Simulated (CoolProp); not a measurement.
CH3F (R41) at several states: density (kg/m³) from the reference equation and from simpler models built on Tc = 44.1 °C, pc = 5.906 MPa, ω = 0.200; each cubic takes its own stable root.

The numbers come from the reference Helmholtz-energy equation of state, Lemmon 2006 in CoolProp. It is a short technical equation, of lower accuracy than the large ones.

| T (°C) | p (MPa) | phase | reference |
|---|---|---|---|
| -71.75 | 0.255 | liquid | 867.4 |
| -11.85 | 3.05 | liquid | 723.8 |
| -125.25 | 0.139 | liquid | 973.0 |
| -20.95 | 0.0595 | gas | 0.9742 |
| 61.45 | 0.0836 | gas | 1.028 |

**Question.** How far does each simpler model (van der Waals, Redlich-Kwong, Soave-Redlich-Kwong, Peng-Robinson) lie from the reference over these 5 states: mean and median of the absolute difference, and the worst?

**Answer.** 
- van der Waals: mean 38.9 %, median 46.9 %, worst -99.4 % at -71.75 °C and 0.255 MPa
- Redlich-Kwong: mean 14.0 %, median 22.2 %, worst -25.1 % at -11.85 °C and 3.05 MPa
- Soave-Redlich-Kwong: mean 12.9 %, median 20.6 %, worst -22.3 % at -11.85 °C and 3.05 MPa
- Peng-Robinson: mean 6.8 %, median 10.3 %, worst -11.9 % at -11.85 °C and 3.05 MPa

At some of these states van der Waals gives the other phase, because its saturation line lies elsewhere.
